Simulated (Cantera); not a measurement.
A closed system holds: 1 mol KCl, 1.3 mol H₂, held at 11.0 mbar.

These are equilibrium values from Cantera (NASA tables, ideal gas, pure condensed phases), not measurements of a reactor. Candidate condensed phases: K, KCl; 10 gas species. Equilibrium is a limit: real reactors are often held back by kinetics, nucleation or transport.

Which condensed phases are stable at each of these points (T (°C)): 475, 575, 675, 775, 875, 975, 1075, 1175, 1275, 1375, 1475, 1575?


```
T (°C)  condensed phases  K condensed (%)
------  ----------------  ---------------
475               KCl(s)            100.0
575               KCl(s)            100.0
675               KCl(s)             99.3
775               KCl(l)             90.2
875               KCl(l)             20.7
975             gas only              0.0
1075            gas only              0.0
1175            gas only              0.0
1275            gas only              0.0
1375            gas only              0.0
1475            gas only              0.0
1575            gas only              0.0
```

From 475 °C to 675 °C the condensed part is KCl(s). From 775 °C to 875 °C the condensed part is KCl(l). From 975 °C to 1575 °C nothing is condensed.
